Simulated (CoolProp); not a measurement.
Methanol along the isotherm 188.55 °C: density (kg/m³) from the reference equation and from simpler models built on Tc = 240.2 °C, pc = 8.216 MPa, ω = 0.565; each cubic takes its own stable root.

Model: reference Helmholtz-energy equation of state, de Reuck 1993, in CoolProp.

| p (MPa) | phase | reference |
|---|---|---|
| 1.71 | gas | 16.41 |
| 3.42 | liquid | 577.5 |
| 5.13 | liquid | 586.4 |
| 6.85 | liquid | 594.2 |
| 8.56 | liquid | 601.0 |
| 10.3 | liquid | 607.4 |
| 12 | liquid | 613.0 |
| 13.7 | liquid | 618.2 |
| 15.4 | liquid | 623.1 |
| 17.1 | liquid | 627.7 |
| 18.8 | liquid | 632.0 |
| 20.5 | liquid | 636.1 |

### Question
How far does each simpler model (van der Waals, Soave-Redlich-Kwong, Peng-Robinson) lie from the reference over these 12 states: mean and median of the absolute difference, and the worst?

### Answer
- van der Waals: mean 52.8 %, median 49.4 %, worst -93.9 % at 188.55 °C and 3.42 MPa
- Soave-Redlich-Kwong: mean 26.1 %, median 28.2 %, worst -29.1 % at 188.55 °C and 3.42 MPa
- Peng-Robinson: mean 17.6 %, median 19.0 %, worst -19.6 % at 188.55 °C and 3.42 MPa

At some of these states van der Waals gives the other phase, because its saturation line lies elsewhere.
